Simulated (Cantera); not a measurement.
Feed: 1 mol MgO, 1.3 mol SO3, 6.6 mol H2O, equilibrated at 1100 K and 100000 Pa.

Method: chemical equilibrium by Gibbs-energy minimisation in Cantera with the NASA 1993 tables (ideal gas, pure condensed phases). Candidate condensed phases: H2O, H2SO4, Mg, MgO, Mg(OH)2, MgS, MgSO4, S; 26 gas species. The numbers say what is thermodynamically allowed, not how fast it happens.

Base state: H2O 0.938, SO2 0.0392, O2 0.0196, SO3 0.00342 (mole fractions); condensed: MgSO4(s).

What changes in the equilibrium state with this change: SO3 from 1.3 to 0.3 mol?


```tsv
species	before	after
H2O	0.938	0.994
SO2	0.0392	0.00384
O2	0.0196	0.00192
SO3	0.00342	0.000105
MgSO4(s), mol	1.00	0.274
MgO(s), mol	0	0.726
```
Mutual solubility and eutectic melting of coexisting phases are not modelled.
